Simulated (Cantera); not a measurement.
**Silicon epitaxy and polysilicon growth: SiHCl3 + H2**

Feed: 1 mol SiHCl3, a varied amount of H2, held at 1177 °C and 1.00 bar.

These are equilibrium values from Cantera (NASA tables, ideal gas, pure condensed phases), not measurements of a reactor. Candidate condensed phases: Si; 19 gas species. The tables' values for SiCl3 are old estimates; treat these amounts as uncertain. Equilibrium is a limit: real reactors are often held back by kinetics, nucleation or transport.

From 5.3 mol H2 to 270 mol H2 the condensed part is Si(s). The main Si-bearing gas is SiCl2 throughout. The share of Si in condensed phases is highest at 270 mol H2 (89.7 %) and lowest at 5.3 mol H2 (20.6 %).

| n(H2) (mol) | x H2 | x HCl | x SiCl2 | x SiCl4 | x SiCl3 | x SiHCl3 | x SiH2Cl2 | x SiH3Cl | n Si(s) |
|---|---|---|---|---|---|---|---|---|---|
| 5.3 | 0.777 | 0.107 | 0.0457 | 0.0299 | 0.0193 | 0.0186 | 0.00180 | 5.07e-5 | 0.206 |
| 7.6 | 0.820 | 0.0975 | 0.0357 | 0.0183 | 0.0134 | 0.0133 | 0.00149 | 4.86e-5 | 0.241 |
| 11 | 0.858 | 0.0864 | 0.0269 | 0.0103 | 0.00871 | 0.00883 | 0.00117 | 4.50e-5 | 0.290 |
| 16 | 0.889 | 0.0747 | 0.0193 | 0.00536 | 0.00533 | 0.00550 | 0.000873 | 4.03e-5 | 0.353 |
| 22 | 0.911 | 0.0646 | 0.0141 | 0.00286 | 0.00333 | 0.00348 | 0.000654 | 3.58e-5 | 0.417 |
| 32 | 0.932 | 0.0531 | 0.00933 | 0.00124 | 0.00178 | 0.00188 | 0.000441 | 3.01e-5 | 0.502 |
| 46 | 0.949 | 0.0426 | 0.00591 | 0.000500 | 0.000900 | 0.000959 | 0.000285 | 2.46e-5 | 0.589 |
| 65 | 0.961 | 0.0337 | 0.00364 | 0.000190 | 0.000435 | 0.000467 | 0.000178 | 1.97e-5 | 0.670 |
| 94 | 0.972 | 0.0255 | 0.00207 | 6.11e-5 | 0.000186 | 0.000201 | 0.000102 | 1.51e-5 | 0.747 |
| 130 | 0.979 | 0.0196 | 0.00121 | 2.09e-5 | 8.31e-5 | 9.00e-5 | 6.01e-5 | 1.16e-5 | 0.805 |
| 190 | 0.985 | 0.0141 | 0.000622 | 5.54e-6 | 3.07e-5 | 3.34e-5 | 3.11e-5 | 8.44e-6 | 0.859 |
| 270 | 0.989 | 0.0103 | 0.000328 | 1.54e-6 | 1.18e-5 | 1.28e-5 | 1.65e-5 | 6.16e-6 | 0.897 |
x: gas mole fraction; n: condensed amount in mol.
